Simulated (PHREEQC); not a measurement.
Solution (25 °C): 1.2 mmol/kgw HF, 16 mmol/kgw NaF, 0.21 mmol/kgw (NH4)2SiF6 and 19 mmol/kgw HCl. Closed to the air; pH follows from the charge balance.

Equilibrium calculation in PHREEQC: ion-association model, wateq4f.dat.

Precipitation was switched off in this run.

**Question.** What pH does the model give?

**Answer.** pH 2.32.

**Question.** In which forms is F present?

**Answer.** HF 74 %, F- 12 %, SiF6-2 6.8 %, H2F2 5.3 %, HF2- 1.3 % of the F.

Complexes and solids missing from the database can't appear. wateq4f.dat counts part of the HF as a dimer, H2F2, which phreeqc.dat doesn't know; its constant is uncertain. SiF6-2 is the database's only silicon fluoride.
